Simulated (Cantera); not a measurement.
A perfectly stirred reactor is fed with H2 : O2 = 0.01 : 1 (molar parts), equivalence ratio 0.0050, at 17.3 Torr; it is held at 1450 K, and followed from long to short residence time.

Model: the H2/O2 subset of GRI-Mech 3.0, which has no nitrogen chemistry, integrated in Cantera. Radical loss at walls, strong at low pressure, is not modelled.

Problem. What does this change do: pressure from 17.3 Torr to 4.28 Torr?

Solution. 
| quantity | before | after |
|---|---|---|
| x(H2) at τ = 25.0 s | 2.76e-6 | 9.63e-6 |
| x(O2) at τ = 25.0 s | 0.990 | 0.988 |
| x(H) at τ = 25.0 s | 1.75e-6 | 2.36e-5 |
| x(HO2) at τ = 25.0 s | 7.83e-8 | 6.17e-8 |
| x(H2O2) at τ = 25.0 s | 2.29e-9 | 1.67e-9 |
| x(H2) at τ = 72.0 ms | 7.84e-5 | 0.000195 |
| x(O2) at τ = 72.0 ms | 0.983 | 0.981 |
| x(H) at τ = 72.0 ms | 0.000167 | 0.000268 |
| x(HO2) at τ = 72.0 ms | 5.08e-7 | 1.55e-7 |
| x(H2O2) at τ = 72.0 ms | 1.24e-8 | 3.84e-9 |

Problem. What does this change do: pressure from 17.3 Torr to 10.00 Torr?

Solution. 
```json
[
 {"quantity": "x(H2) at τ = 25.0 s", "before": "2.76e-6", "after": "4.32e-6"},
 {"quantity": "x(O2) at τ = 25.0 s", "before": "0.990", "after": "0.989"},
 {"quantity": "x(H) at τ = 25.0 s", "before": "1.75e-6", "after": "5.00e-6"},
 {"quantity": "x(HO2) at τ = 25.0 s", "before": "7.83e-8", "after": "7.37e-8"},
 {"quantity": "x(H2O2) at τ = 25.0 s", "before": "2.29e-9", "after": "2.12e-9"},
 {"quantity": "x(H2) at τ = 72.0 ms", "before": "7.84e-5", "after": "0.000108"},
 {"quantity": "x(O2) at τ = 72.0 ms", "before": "0.983", "after": "0.982"},
 {"quantity": "x(H) at τ = 72.0 ms", "before": "0.000167", "after": "0.000222"},
 {"quantity": "x(HO2) at τ = 72.0 ms", "before": "5.08e-7", "after": "3.29e-7"},
 {"quantity": "x(H2O2) at τ = 72.0 ms", "before": "1.24e-8", "after": "7.97e-9"}
]
```
